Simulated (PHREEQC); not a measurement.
1.9 g of hydrous ferric oxide (600 m²/g; 0.2 weak and 0.005 strong sites per Fe, Dzombak-Morel constants, diffuse double layer) in 1 kg of water with 0.001 mol/kgw of an inert sodium salt and 8.5 mmol/kgw CaCl2 and 0.56 mmol/kgw Na2HAsO4, at 25 °C; the pH is set by adding NaOH or the inert anion's acid. Oxygen alone is held at its pressure in air (log pO2 = -0.68). No CO2 enters from the air. Precipitation was switched off in this run.

Base run: PHREEQC, ion-association model, wateq4f.dat. Each further column changes one thing. The table gives Ca sorbed (%).

```json
[
 {"pH": "4", "base": "0.0", "no electrostatic term (-no_edl)": "?", "background salt from 0.001 to 0.0001 mol/kgw": "0.0", "oxide from 1.9 to 9.5 g/kgw": "0.0", "0.0057 mol/kgw NaH2PO4 added": "0.1"},
 {"pH": "4.67", "base": "0.0", "no electrostatic term (-no_edl)": "0.6", "background salt from 0.001 to 0.0001 mol/kgw": "0.0", "oxide from 1.9 to 9.5 g/kgw": "0.0", "0.0057 mol/kgw NaH2PO4 added": "0.6"},
 {"pH": "5.33", "base": "0.0", "no electrostatic term (-no_edl)": "1.0", "background salt from 0.001 to 0.0001 mol/kgw": "0.0", "oxide from 1.9 to 9.5 g/kgw": "0.1", "0.0057 mol/kgw NaH2PO4 added": "1.1"},
 {"pH": "6", "base": "0.4", "no electrostatic term (-no_edl)": "1.2", "background salt from 0.001 to 0.0001 mol/kgw": "0.4", "oxide from 1.9 to 9.5 g/kgw": "0.8", "0.0057 mol/kgw NaH2PO4 added": "1.2"},
 {"pH": "6.67", "base": "1.2", "no electrostatic term (-no_edl)": "?", "background salt from 0.001 to 0.0001 mol/kgw": "1.2", "oxide from 1.9 to 9.5 g/kgw": "4.0", "0.0057 mol/kgw NaH2PO4 added": "1.3"},
 {"pH": "7.33", "base": "3.2", "no electrostatic term (-no_edl)": "4.1", "background salt from 0.001 to 0.0001 mol/kgw": "3.3", "oxide from 1.9 to 9.5 g/kgw": "10.8", "0.0057 mol/kgw NaH2PO4 added": "?"},
 {"pH": "8.67", "base": "25.5", "no electrostatic term (-no_edl)": "27.1", "background salt from 0.001 to 0.0001 mol/kgw": "25.5", "oxide from 1.9 to 9.5 g/kgw": "?", "0.0057 mol/kgw NaH2PO4 added": "?"},
 {"pH": "9.33", "base": "30.0", "no electrostatic term (-no_edl)": "33.3", "background salt from 0.001 to 0.0001 mol/kgw": "30.1", "oxide from 1.9 to 9.5 g/kgw": "95.5", "0.0057 mol/kgw NaH2PO4 added": "33.5"},
 {"pH": "10", "base": "31.5", "no electrostatic term (-no_edl)": "?", "background salt from 0.001 to 0.0001 mol/kgw": "31.5", "oxide from 1.9 to 9.5 g/kgw": "99.6", "0.0057 mol/kgw NaH2PO4 added": "33.8"},
 {"pH": "10.67", "base": "31.9", "no electrostatic term (-no_edl)": "?", "background salt from 0.001 to 0.0001 mol/kgw": "31.9", "oxide from 1.9 to 9.5 g/kgw": "100.0", "0.0057 mol/kgw NaH2PO4 added": "32.2"},
 {"pH": "11.33", "base": "32.2", "no electrostatic term (-no_edl)": "34.8", "background salt from 0.001 to 0.0001 mol/kgw": "32.2", "oxide from 1.9 to 9.5 g/kgw": "100.0", "0.0057 mol/kgw NaH2PO4 added": "31.2"},
 {"pH": "12", "base": "32.3", "no electrostatic term (-no_edl)": "33.5", "background salt from 0.001 to 0.0001 mol/kgw": "32.3", "oxide from 1.9 to 9.5 g/kgw": "100.0", "0.0057 mol/kgw NaH2PO4 added": "30.9"}
]
```

Problem. Some entries are withheld; supply them.

Solution. 
- 4, no electrostatic term (-no_edl): 0.2
- 6.67, no electrostatic term (-no_edl): 1.5
- 7.33, 0.0057 mol/kgw NaH2PO4 added: 2.8
- 8.67, oxide from 1.9 to 9.5 g/kgw: 76.6
- 8.67, 0.0057 mol/kgw NaH2PO4 added: 29.0
- 10, no electrostatic term (-no_edl): 35.1
- 10.67, no electrostatic term (-no_edl): 35.3

The database has no arsenate complexes of Ca. In at least one series the solution becomes supersaturated in solids that the run did not let form, among them Hydroxyapatite. H3PO4, which wateq4f.dat lacks, is added to it with the constant of phreeqc.dat.
